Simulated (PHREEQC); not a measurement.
Dissolve 0.027 mol/kgw KH2PO4 and 0.071 mol/kgw HNO3 at 25 °C. It is in equilibrium with CO2 at log p = -1 (atm). Otherwise closed; pH follows from the charge balance.

Model: ion-association model, phreeqc.dat, run in PHREEQC.

Each row changes one thing in this solution. No solid was allowed to form.

| case | pH | ionic strength (mol/kgw) | H3PO4 (mol/kgw) | H2PO4- (mol/kgw) | (CO2)2 (mol/kgw) | HCO3- (mol/kgw) |
|---|---|---|---|---|---|---|
| as made | 1.39 | 0.0757 | 0.0223 | 0.00470 | 2.09e-7 | 4.60e-8 |
| HNO3 from 0.071 to 0.0781 mol/kgw | 1.34 | 0.0824 | 0.0227 | 0.00426 | 2.08e-7 | 4.09e-8 |
| temperature from 25 to 35 °C | 1.39 | 0.0753 | 0.0227 | 0.00432 | 1.73e-7 | 4.00e-8 |
| KH2PO4 from 0.027 to 0.135 mol/kgw | 2.12 | 0.144 | 0.0615 | 0.0735 | 2.05e-7 | 2.56e-7 |
| 0.0022 mol/kgw NaHCO3 added | 1.41 | 0.0759 | 0.0221 | 0.00487 | 2.09e-7 | 4.80e-8 |
| 0.02 mol/kgw NaHSO4 added | 1.34 | 0.108 | 0.0226 | 0.00441 | 2.07e-7 | 4.22e-8 |
